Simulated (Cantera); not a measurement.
An adiabatic, constant-volume homogeneous reactor starts with CH₄ : H₂ : O₂ : N₂ = 1 : 0.36 : 2.48 : 9.31 (molar parts), at 1725 K and 5.00 bar. Integrator tolerance rtol = 1e-08.

Cantera simulation using GRI-Mech 3.0 (53 species, 325 reactions); the numbers are that mechanism's predictions, not measurements. Above 3000 K some thermodynamic fits are extrapolated.

```json
[
 {"quantity": "time of steepest temperature rise", "before": "21.1 µs", "after": "6.85 µs"},
 {"quantity": "temperature at 0.500 s", "before": "3077 K", "after": "3199 K"},
 {"quantity": "equilibrium temperature", "before": "3077 K", "after": "3199 K"},
 {"quantity": "x(CH₄) at 0.500 s", "before": "<1e-12 (gas-phase equilibrium <1e-12)", "after": "<1e-12 (gas-phase equilibrium <1e-12)"},
 {"quantity": "x(H₂) at 0.500 s", "before": "0.0158 (gas-phase equilibrium 0.0158)", "after": "0.0126 (gas-phase equilibrium 0.0126)"},
 {"quantity": "x(O₂) at 0.500 s", "before": "0.0293 (gas-phase equilibrium 0.0293)", "after": "0.0262 (gas-phase equilibrium 0.0262)"},
 {"quantity": "x(N₂O) at 0.500 s", "before": "2.91e-6 (gas-phase equilibrium 2.91e-6)", "after": "6.49e-6 (gas-phase equilibrium 6.49e-6)"},
 {"quantity": "x(CH₂CO) at 0.500 s", "before": "<1e-12 (gas-phase equilibrium <1e-12)", "after": "<1e-12 (gas-phase equilibrium <1e-12)"}
]
```

Task: What was changed between the two runs?
A) pressure from 5.00 bar to 1.20 bar
B) constant pressure in place of constant volume
C) pressure from 5.00 bar to 20.0 bar
D) initial temperature 1725 to 1498 K

Result: C, pressure from 5.00 bar to 20.0 bar
